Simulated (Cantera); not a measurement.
## N2O furnace oxynitridation

An isothermal, constant-pressure homogeneous reactor starts with N2O : O2 : N2 = 1 : 0.61 : 0.055 (molar parts), at 1025 K and 160000 Pa.

Detailed kinetics in Cantera: GRI-Mech 3.0 (53 species, 325 reactions). GRI-Mech 3.0 was tuned for natural gas; its chemistry of N2O as a main component is partial and can be far from experiment. The mechanism lacks the step 2 NO + O2 → 2 NO2, which can matter for NO2 below about 1400 K. The temperature is held fixed by assumption; the heat of reaction is taken as removed at once.

| t (s) | x N2O | x O2 | x NO | x N2 | x NO2 | x O |
|---|---|---|---|---|---|---|
| 4.00e-6 | 0.601 | 0.366 | 2.97e-10 | 0.0330 | <1e-12 | 1.85e-8 |
| 1.26e-5 | 0.601 | 0.366 | 2.39e-9 | 0.0330 | <1e-12 | 4.26e-8 |
| 4.00e-5 | 0.601 | 0.366 | 1.42e-8 | 0.0330 | <1e-12 | 6.36e-8 |
| 0.000126 | 0.601 | 0.366 | 5.72e-8 | 0.0330 | <1e-12 | 6.61e-8 |
| 0.000400 | 0.601 | 0.366 | 1.94e-7 | 0.0330 | 5.35e-12 | 6.61e-8 |
| 0.00126 | 0.601 | 0.366 | 6.27e-7 | 0.0330 | 5.56e-11 | 6.61e-8 |
| 0.00400 | 0.601 | 0.366 | 2.00e-6 | 0.0331 | 5.60e-10 | 6.61e-8 |
| 0.0126 | 0.600 | 0.366 | 6.32e-6 | 0.0332 | 5.54e-9 | 6.60e-8 |
| 0.0400 | 0.600 | 0.366 | 2.00e-5 | 0.0334 | 5.27e-8 | 6.60e-8 |
| 0.126 | 0.599 | 0.367 | 6.27e-5 | 0.0343 | 4.52e-7 | 6.59e-8 |
| 0.400 | 0.595 | 0.368 | 0.000195 | 0.0372 | 3.01e-6 | 6.55e-8 |
| 1.26 | 0.583 | 0.370 | 0.000600 | 0.0459 | 1.33e-5 | 6.42e-8 |
| 4.00 | 0.548 | 0.378 | 0.00177 | 0.0716 | 4.37e-5 | 6.02e-8 |
| 12.6 | 0.459 | 0.399 | 0.00459 | 0.138 | 0.000118 | 5.05e-8 |
| 40.0 | 0.286 | 0.438 | 0.00913 | 0.266 | 0.000238 | 3.32e-8 |
x: mole fraction; the columns are a selection and need not sum to one.

Equilibrium at this temperature and pressure: N2O 4.03e-9, O2 0.513, NO 5.05e-5, N2 0.487, NO2 4.52e-6, O 1.88e-10 (gas phase only).
